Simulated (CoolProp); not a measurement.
Vapour pressure (kPa) of R113: the reference equation beside estimates from Tc = 214.1 °C, pc = 3392 kPa, ω = 0.253.

Computed with CoolProp (reference Helmholtz-energy equation of state, Marx 1992).

```csv
T (°C),reference,van der Waals,Peng-Robinson
87.65,323.1,900.8,321.3
91.55,356.2,949.2,354.2
95.45,391.8,999.3,389.7
99.45,431.0,1052,428.7
103.35,472.0,1106,469.6
107.35,517.1,1162,514.5
111.25,564.0,1219,561.4
115.15,614.0,1278,611.4
119.15,668.7,1340,666.1
123.05,725.4,1402,722.9
126.95,785.6,1466,783.3
130.95,851.1,1534,849.0
134.85,918.8,1601,917.1
```

Absolute difference from the reference over all 13 rows, mean and median: van der Waals 120.2 and 116.1 %, Peng-Robinson 0.4 and 0.5 %.
